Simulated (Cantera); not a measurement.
**Pyrogenic steam for wet oxidation**

A perfectly stirred reactor is fed with H2 : O2 : N2 = 1.2 : 1 : 14 (molar parts), at 0.987 atm; it is held at 1200 K, and followed from long to short residence time.

Detailed kinetics in Cantera: the H2/O2 subset of GRI-Mech 3.0, which has no nitrogen chemistry. The temperature is held fixed by assumption; the heat of reaction is taken as removed at once.

| τ (s) | x H2 | x O2 | x H2O2 | x HO2 | x O | x OH | x H |
|---|---|---|---|---|---|---|---|
| 0.96 | 7.94e-5 | 0.0257 | 2.33e-7 | 2.46e-6 | 8.13e-6 | 5.85e-5 | 2.00e-6 |
| 0.34 | 0.000158 | 0.0257 | 3.90e-7 | 4.21e-6 | 1.70e-5 | 8.23e-5 | 5.62e-6 |
| 0.12 | 0.000310 | 0.0257 | 6.26e-7 | 6.59e-6 | 3.56e-5 | 0.000118 | 1.58e-5 |
| 0.044 | 0.000582 | 0.0258 | 9.32e-7 | 9.27e-6 | 7.11e-5 | 0.000169 | 4.27e-5 |
| 0.016 | 0.00107 | 0.0260 | 1.30e-6 | 1.20e-5 | 0.000140 | 0.000246 | 0.000115 |
| 0.0057 | 0.00196 | 0.0264 | 1.71e-6 | 1.45e-5 | 0.000269 | 0.000363 | 0.000311 |
| 0.0021 | 0.00346 | 0.0271 | 2.08e-6 | 1.65e-5 | 0.000492 | 0.000529 | 0.000791 |
| 0.00074 | 0.00616 | 0.0284 | 2.35e-6 | 1.83e-5 | 0.000884 | 0.000769 | 0.00198 |
| 0.00027 | 0.0106 | 0.0308 | 2.45e-6 | 2.00e-5 | 0.00147 | 0.00106 | 0.00436 |
x: mole fraction; the columns are a selection and need not sum to one.
